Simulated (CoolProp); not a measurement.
Vapour-liquid equilibrium of R134a (1) + methanol (2) at 260.5 K; x and y are mole fractions of (1).

Model: multi-fluid Helmholtz-energy mixture model, Tillner-Roth 1994 and de Reuck 1993; pair parameters Bell 2016, in CoolProp.

```tsv
x	bubble pressure (MPa)	y at the bubble point	dew pressure at overall composition x (MPa)	liquid density (mol/L)
0.05	0.03952	0.957	0.001841	24.74
0.15	0.08187	0.980	0.002056	23.06
0.25	0.1016	0.984	0.002329	21.52
0.35	0.1122	0.986	0.002686	20.11
0.45	0.1195	0.987	0.003173	18.80
0.55	0.1264	0.989	0.003876	17.60
0.65	0.1345	0.990	0.004980	16.48
0.75	0.1443	0.992	0.006965	15.43
0.85	0.1565	0.995	0.01159	14.46
0.95	0.1716	0.998	0.03438	13.53
```

No azeotrope shows between x = 0.05 and 0.95.

Pair parameters are fitted to limited data, so mixtures are less certain than the pure fluids. With so large a gap from Raoult's law the liquid may split in two, which this calculation doesn't test in full.
